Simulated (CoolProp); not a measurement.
A single-stage vapour-compression cycle with ethane: evaporating at 221.15 K (dew point), condensing at 290.15 K (bubble point), superheat 8 K, subcooling 5 K, compressor efficiency 0.9, no pressure losses. Each further row changes one setting.

Computed with CoolProp (reference Helmholtz-energy equation of state, Bücker 2006).

| case | cooling COP | pressure ratio | discharge temperature (K) | refrigerating effect (kJ/kg) | volumetric capacity (kJ/m³) |
|---|---|---|---|---|---|
| as stated | 1.78 | 6.87 | 338.2 | 249 | 2230 |
| evaporating temperature 226.15 K | 2.02 | 5.75 | 334.3 | 254 | 2690 |
| condensing temperature 285.15 K | 2.04 | 6.15 | 331.1 | 268 | 2390 |
| subcooling 10 K | 1.92 | 6.87 | 338.2 | 269 | 2400 |
| superheat 18 K | 1.79 | 6.87 | 348.7 | 266 | 2250 |
| compressor efficiency 0.8 | 1.58 | 6.87 | 345.4 | 249 | 2230 |
